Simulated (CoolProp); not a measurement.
Vapour-liquid equilibrium of R134a (1) + R141b (2) at 1.52 bar; x and y are mole fractions of (1).

The numbers come from the multi-fluid Helmholtz-energy mixture model, Tillner-Roth 1994 and Lemmon 2006; pair parameters Bell 2016 in CoolProp.

Task: Give the bubble temperature and the first vapour's composition at x = 0.05, 0.65, 0.95. Is there an azeotrope?

Result: x = 0.05: 31.6 °C, y = 0.364; x = 0.65: -10.1 °C, y = 0.943; x = 0.95: -15.8 °C, y = 0.990. No azeotrope shows between x = 0.05 and 0.95.

Pair parameters are fitted to limited data, so mixtures are less certain than the pure fluids.
